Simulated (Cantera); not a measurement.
Cantera run:

```python
import numpy as np
import cantera as ct

gas_names = """
    N NO NO2 NO3 N2 N2O O O2 O3
""".split()
cond_names = """

""".split()


# ... load() reads the species with a 1 bar reference pressure and builds the phases ...
atoms = {
    'N2O': {'N': 2, 'O': 1},
    'O2': {'O': 2},
}
top_T = {}  # K; cautious upper limits of use, not melting points


# ... equilibrate(T, P, feed) seeds the gas with the atoms and calls Mixture.equilibrate('TP', solver="vcs", rtol=1e-11, max_steps=5000) ...
results = []
feed = {'N2O': 1, 'O2': 0.089}  # mol
T = 998.15  # K
P = 10000  # Pa
mix = equilibrate(T, P, feed)
results.append((T, P, feed, dict(zip(mix.species_names, mix.species_moles))))
x = sorted(zip(gas.X, gas.species_names), reverse=True)
print(f"T = {T:g} K  P = {P:g} Pa  gas = {mix.phase_moles(0):.4g} mol")
print("   x: " + "  ".join(f"{s} {v:.3e}" for v, s in x if v > 1e-06))
print("   condensed (mol): " + ("  ".join(f"{mix.phase(i).name} {mix.phase_moles(i):.4g}"
      for i in range(1, mix.n_phases) if mix.phase_moles(i) > 1e-12) or "none"))
```

Result:

```
T = 998.15 K  P = 10000 Pa  gas = 1.589 mol
   x: N2 6.293e-01  O2 3.707e-01  NO 3.639e-05
   condensed (mol): none
```

Method: chemical equilibrium by Gibbs-energy minimisation in Cantera with the NASA 1993 tables (ideal gas, pure condensed phases).
